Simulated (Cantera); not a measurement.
Charge: 1 mol SiH2Cl2, 0.29 mol NH3, a varied amount of N2, held at 1800 K and 17.3 Torr.

Method: chemical equilibrium by Gibbs-energy minimisation in Cantera with the NASA 1993 tables (ideal gas, pure condensed phases). Candidate condensed phases: NH4Cl, Si, Si3N4; 28 gas species. Mutual solubility and eutectic melting of coexisting phases are not modelled. The numbers say what is thermodynamically allowed, not how fast it happens.

Problem. Which condensed phases are stable at each of these points (n(N2) (mol)): 1.4, 2.3, 3.3, 4.2, 5.2, 6.2, 7.1, 8.1, 9, 10, 11, 12, 13?

Solution. 
```tsv
n(N2) (mol)	condensed phases	Si condensed (%)
1.4	Si(l) + Si3N4(s)	26.7
2.3	Si3N4(s)	28.3
3.3	Si3N4(s)	29.5
4.2	Si3N4(s)	30.1
5.2	Si3N4(s)	30.7
6.2	Si3N4(s)	31.0
7.1	Si3N4(s)	31.3
8.1	Si3N4(s)	31.5
9	Si3N4(s)	31.7
10	Si3N4(s)	31.8
11	Si3N4(s)	32.0
12	Si3N4(s)	32.1
13	Si3N4(s)	32.2
```

At 1.4 mol N2 the condensed part is Si(l) + Si3N4(s). From 2.3 mol N2 to 13 mol N2 the condensed part is Si3N4(s).
